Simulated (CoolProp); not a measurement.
Saturated liquid density (kg/m³) of octamethyltrisiloxane (MDM): the reference equation beside estimates from Tc = 565.4 K, pc = 14.38 bar, ω = 0.528. Rackett uses Z = 0.29056 − 0.08775 ω.

Computed with CoolProp (reference Helmholtz-energy equation of state, Thol 2017).

```json
[
 {"T (K)": "276.8", "reference": "836.5", "Rackett": "947.9", "Redlich-Kwong": "708.6", "Soave-Redlich-Kwong": "742.3", "Peng-Robinson": "833.2"},
 {"T (K)": "305.2", "reference": "808.2", "Rackett": "916.2", "Redlich-Kwong": "686.1", "Soave-Redlich-Kwong": "724.5", "Peng-Robinson": "?"},
 {"T (K)": "333.7", "reference": "779.0", "Rackett": "883.1", "Redlich-Kwong": "?", "Soave-Redlich-Kwong": "704.2", "Peng-Robinson": "792.9"},
 {"T (K)": "362.2", "reference": "748.7", "Rackett": "848.3", "Redlich-Kwong": "634.2", "Soave-Redlich-Kwong": "681.0", "Peng-Robinson": "768.0"},
 {"T (K)": "390.7", "reference": "717.0", "Rackett": "811.4", "Redlich-Kwong": "604.2", "Soave-Redlich-Kwong": "654.1", "Peng-Robinson": "?"},
 {"T (K)": "419.2", "reference": "683.2", "Rackett": "771.8", "Redlich-Kwong": "570.9", "Soave-Redlich-Kwong": "622.8", "Peng-Robinson": "704.9"},
 {"T (K)": "447.7", "reference": "646.3", "Rackett": "728.7", "Redlich-Kwong": "533.3", "Soave-Redlich-Kwong": "585.8", "Peng-Robinson": "664.0"},
 {"T (K)": "476.2", "reference": "604.9", "Rackett": "680.4", "Redlich-Kwong": "?", "Soave-Redlich-Kwong": "?", "Peng-Robinson": "614.0"},
 {"T (K)": "504.7", "reference": "555.8", "Rackett": "623.9", "Redlich-Kwong": "439.5", "Soave-Redlich-Kwong": "485.5", "Peng-Robinson": "550.4"},
 {"T (K)": "533.2", "reference": "491.4", "Rackett": "551.4", "Redlich-Kwong": "375.3", "Soave-Redlich-Kwong": "411.0", "Peng-Robinson": "?"}
]
```

Task: Fill in the missing entries.

Result: 
- 305.2, Peng-Robinson: 814.5
- 333.7, Redlich-Kwong: 661.4
- 390.7, Peng-Robinson: 739.1
- 476.2, Redlich-Kwong: 490.3
- 476.2, Soave-Redlich-Kwong: 541.2
- 533.2, Peng-Robinson: 463.8

Absolute difference from the reference over all 10 rows, mean and median: Rackett 12.9 and 13.1 %, Redlich-Kwong 17.4 and 16.1 %, Soave-Redlich-Kwong 10.7 and 10.0 %, Peng-Robinson 2.3 and 2.2 %.
